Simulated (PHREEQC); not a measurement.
Dissolve 0.014 mol/kgw Cu(NO3)2, 0.0018 mol/kgw H2SO4 and 0.038 mol/kgw FeCl3 at 60 °C. Closed to the air; pH follows from the charge balance.

Equilibrium calculation in PHREEQC: ion-association model, wateq4f.dat.

```tsv
quantity	before	after
pH	1.82	3.21
ionic strength (mol/kgw)	0.200	0.00176
Cl- (mol/kgw)	0.0949	0.00114
FeCl+2 (mol/kgw)	0.0141	1.95e-7
FeOH+2 (mol/kgw)	0.00701	0.000148
Fe+3 (mol/kgw)	0.00624	2.77e-6
SI of Goethite (FeOOH)	+4.43	+6.02
SI of Hematite (Fe2O3)	+11.01	+14.19
```

What was changed between the two runs?
A) Cu(NO3)2 from 0.014 to 0.14 mol/kgw
B) Cu(NO3)2 from 0.014 to 0.0126 mol/kgw
C) Cu(NO3)2 left out
D) 0.0011 mol/kgw NaOH added
E) diluted 100-fold with water

E, diluted 100-fold with water

This is a speciation only: nothing precipitates in the calculation. Some of these states are supersaturated (in Hematite (slow to form), Goethite (slow to form), for instance). Away from 25 °C the constants follow the database's enthalpies or fits; those with neither stay at their 25 °C values.
